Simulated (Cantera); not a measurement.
# Stirred combustor or abatement burner

A perfectly stirred reactor is fed with 12.1 % CH4, 17.4 % O2, 65.2 % N2, 5.34 % H2O, equivalence ratio 1.4, at 2330 Torr; it is adiabatic with a 675 K inlet, and is followed from long to short residence time, starting on the burning branch (τ in s: 0.081, 0.034, 0.015, 0.0062, 0.0026, 0.0011, 0.00047, 0.0002, 8.5e-05, 3.6e-05, 1.5e-05, 6.5e-06).

Cantera simulation using GRI-Mech 3.0 (53 species, 325 reactions); the numbers are that mechanism's predictions, not measurements.

```
τ (s)    T (K)     x CH4      x O2   x H2O    x H2    x CH2    x NO2      x NO
-------  -----  --------  --------  ------  ------  -------  -------  --------
0.081     2166   8.07e-5   4.97e-5   0.215  0.0613  3.17e-7  1.40e-9  0.000129
0.034     2165  0.000152  0.000102   0.215  0.0611  7.10e-7  1.85e-9  0.000159
0.015     2163  0.000268  0.000202   0.215  0.0608  1.49e-6  2.33e-9  0.000181
0.0062    2160  0.000476  0.000425   0.215  0.0601  3.23e-6  2.91e-9  0.000193
0.0026    2155  0.000794  0.000876   0.215  0.0590  6.60e-6  3.59e-9  0.000188
0.0011    2144   0.00125   0.00177   0.215  0.0574  1.27e-5  4.40e-9  0.000165
0.00047   2123   0.00198   0.00360   0.215  0.0554  2.26e-5  5.21e-9  0.000123
0.00020   2075   0.00360   0.00811   0.213  0.0522  3.60e-5  5.61e-9   6.13e-5
8.5e-5     675     0.121     0.174  0.0534  <1e-12   <1e-12   <1e-12    <1e-12
3.6e-5     675     0.121     0.174  0.0534  <1e-12   <1e-12   <1e-12    <1e-12
1.5e-5     675     0.121     0.174  0.0534  <1e-12   <1e-12   <1e-12    <1e-12
6.5e-6     675     0.121     0.174  0.0534  <1e-12   <1e-12   <1e-12    <1e-12
```
x: mole fraction; the columns are a selection and need not sum to one.
